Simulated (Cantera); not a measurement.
Cantera run:

```python
import numpy as np
import cantera as ct

gas_names = [...]  # 109 gases of nasa_gas.yaml made of C, Cl, H, Si
cond_names = """
    C(gr) C6H6(L) C7H8(L) C8H18(L),n-octa Si(cr) Si(L) SiC(b)
""".split()


# ... load() reads the species with a 1 bar reference pressure and builds the phases ...
atoms = {
    'CH3SiCl3': {'C': 1, 'H': 3, 'Si': 1, 'CL': 3},
    'H2': {'H': 2},
}
top_T = {'C(gr)': 4500, 'SiC(b)': 3050}  # K; cautious upper limits of use, not melting points


# ... equilibrate(T, P, feed) seeds the gas with the atoms and calls Mixture.equilibrate('TP', solver="vcs", rtol=1e-11, max_steps=5000) ...
results = []
feed = {'CH3SiCl3': 1, 'H2': 6.8}  # mol
P = 5300  # Pa
for T in [1375, 1425, 1475, 1525, 1575, 1625, 1675, 1725, 1775, 1825, 1875, 1925, 1975, 2025]:
    mix = equilibrate(T, P, feed)
    results.append((T, P, feed, dict(zip(mix.species_names, mix.species_moles))))

top = {s: max(r[3][s] / sum(r[3][g] for g in gas_names) for r in results) for s in gas_names}
cols = sorted((s for s in top if top[s] > 1e-06), key=lambda s: -top[s])[:7]
seen = [c for c in cond_names if any(r[3].get(c, 0) > 1e-12 for r in results)]
print("log10 of partial pressures in bar; condensed amounts in mol")
print(f"{'T/K':>10s}" + "".join(f"{s[:9]:>10s}" for s in cols + seen))
for T, P, feed, n in results:
    ng = sum(n[g] for g in gas_names)
    print(f"{T:10.4g}" + "".join(f"{np.log10(max(n[s] / ng * P / 1e5, 1e-99)):10.3f}" for s in cols)
          + "".join(f"{n.get(c, 0):10.4g}" for c in seen))
```

Output:

```
log10 of partial pressures in bar; condensed amounts in mol
       T/K        H2       HCL     SiCL2         H        CL     SiCL4     SiCL3     C(gr)    SiC(b)
      1375    -1.430    -1.807    -4.093    -6.180    -6.639    -4.058    -4.407   0.03947    0.9592
      1425    -1.431    -1.804    -3.969    -5.882    -6.342    -4.316    -4.440   0.03615    0.9628
      1475    -1.431    -1.803    -3.858    -5.603    -6.066    -4.566    -4.478   0.03714     0.962
      1525    -1.431    -1.804    -3.757    -5.342    -5.810    -4.805    -4.517   0.04092    0.9583
      1575    -1.431    -1.805    -3.665    -5.097    -5.571    -5.032    -4.557   0.04664    0.9526
      1625    -1.431    -1.807    -3.581    -4.867    -5.347    -5.248    -4.597   0.05383    0.9453
      1675    -1.430    -1.810    -3.503    -4.650    -5.137    -5.454    -4.637   0.06219    0.9367
      1725    -1.430    -1.813    -3.432    -4.446    -4.940    -5.650    -4.676   0.07151     0.927
      1775    -1.430    -1.816    -3.366    -4.253    -4.754    -5.837    -4.716    0.0816    0.9162
      1825    -1.429    -1.820    -3.305    -4.071    -4.579    -6.016    -4.754   0.09228    0.9046
      1875    -1.429    -1.824    -3.249    -3.898    -4.414    -6.188    -4.793    0.1033    0.8921
      1925    -1.429    -1.829    -3.197    -3.734    -4.258    -6.354    -4.832    0.1146    0.8789
      1975    -1.429    -1.835    -3.150    -3.578    -4.111    -6.513    -4.870    0.1259     0.865
      2025    -1.429    -1.841    -3.107    -3.430    -3.971    -6.668    -4.909     0.137    0.8503
```

Equilibrium computed with Cantera from the NASA thermochemical tables; the gas is ideal and each condensed phase is pure. The feed counts by its element totals alone. The tables' values for SiCl3, SiCl are old estimates; treat these amounts as uncertain.
